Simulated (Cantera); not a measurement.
Charge: 1 mol C, 0.12 mol H₂O, equilibrated at 850 K and 133 Pa.

These are equilibrium values from Cantera (NASA tables, ideal gas, pure condensed phases), not measurements of a reactor. Candidate condensed phases: C, C₆H₆, C₇H₈, C₈H₁₈, H₂O; 110 gas species. Kinetics and transport are ignored.

Base state: H₂ 0.502, CO 0.489, CO₂ 0.00686, H₂O 0.00231, CH₄ 0.000209 (mole fractions); condensed: C(graphite).

### Question
What changes in the equilibrium state with this change: C replaced by C₂H₆?

### Answer
| species | before | after |
|---|---|---|
| H₂ | 0.502 | 0.962 |
| CO | 0.489 | 0.0367 |
| CH₄ | 0.000209 | 0.000768 |
| CO₂ | 0.00686 | 3.86e-5 |
| H₂O | 0.00231 | 0.000332 |
| C(graphite), mol | 0.882 | 1.88 |
